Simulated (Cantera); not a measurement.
A closed system holds: 1 mol TEOS, 0.18 mol NO, 0.36 mol N₂O, at 8.00 Pa.

These are equilibrium values from Cantera (NASA tables, ideal gas, pure condensed phases), not measurements of a reactor. Candidate condensed phases: C, C₆H₆, C₇H₈, C₈H₁₈, H₂O, Si, SiC, SiO₂, Si₂N₂O, Si₃N₄; 151 gas species. The feed counts by its element totals alone. Mutual solubility and eutectic melting of coexisting phases are not modelled. The numbers say what is thermodynamically allowed, not how fast it happens.

Question: Which condensed phases are stable at each of these points (T (K)): 675, 725, 775, 825, 875, 925, 975, 1025, 1075, 1125?

Answer: 
```csv
T (K),condensed phases,Si condensed (%)
675,C(graphite) + SiO₂(α-quartz),100.0
725,C(graphite) + SiO₂(α-quartz),100.0
775,C(graphite) + SiO₂(α-quartz),100.0
825,C(graphite) + SiO₂(α-quartz),100.0
875,C(graphite) + SiO₂(β-quartz),100.0
925,C(graphite) + SiO₂(β-quartz),100.0
975,C(graphite) + SiO₂(β-quartz),100.0
1025,C(graphite) + SiO₂(β-quartz),100.0
1075,C(graphite) + SiO₂(β-quartz) + Si₂N₂O(s),100.0
1125,C(graphite) + SiO₂(β-quartz) + Si₂N₂O(s),100.0
```

From 675 K to 825 K the condensed part is C(graphite) + SiO₂(α-quartz). From 875 K to 1025 K the condensed part is C(graphite) + SiO₂(β-quartz). From 1075 K to 1125 K the condensed part is C(graphite) + SiO₂(β-quartz) + Si₂N₂O(s).
